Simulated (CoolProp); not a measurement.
Ethanol at 563.7 K and 0.214 MPa is throttled through a valve to 0.107 MPa with no heat exchange. Each further row changes one setting.

Model: reference Helmholtz-energy equation of state, Schroeder 2014, in CoolProp.

```
case                        temperature change (K)  final density (kg/m³)
--------------------------  ----------------------  ---------------------
as stated                                     -0.7                   1.06
outlet pressure 0.0321 MPa                    -1.2                  0.317
outlet pressure 0.139 MPa                     -0.5                   1.37
```
